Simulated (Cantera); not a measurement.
Input: 1 mol C₂F₆, 1.5 mol H₂, equilibrated at 600 K and 1.60 mbar.

Cantera equilibrium calculation (NASA polynomials, part measured and part estimated; ideal gas, pure solids and liquids). Candidate condensed phases: C, C₆H₆, C₇H₈, C₈H₁₈; 95 gas species. The feed counts by its element totals alone. Condensed phases not in the tables: fluorocarbon polymer. Gases not in the tables: C₂F₆ and larger saturated fluorocarbons. Kinetics and transport are ignored.

Base state: HF 0.800, CF₄ 0.200 (mole fractions); condensed: C(graphite).

Q: What changes in the equilibrium state with this change: H₂ from 1.5 to 0.5 mol?

A: 
```
species           before  after
----------------  ------  -----
CF₄                0.200  0.556
HF                 0.800  0.444
C(graphite), mol    1.25  0.750
```
